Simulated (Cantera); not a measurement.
Charge: 1 mol MgF₂, 2 mol HF, 0.29 mol H₂, equilibrated at 0.310 bar.

Equilibrium computed with Cantera from the NASA thermochemical tables; the gas is ideal and each condensed phase is pure. Candidate condensed phases: Mg, MgF₂; 17 gas species. The numbers say what is thermodynamically allowed, not how fast it happens.

**Question.** At 1648 K, list the 4 most abundant gas species with their mole fractions, and the condensed phases.

**Answer.** HF 0.872, H₂ 0.126, MgF₂ 0.00185, H 5.69e-5. Condensed: MgF₂(l).
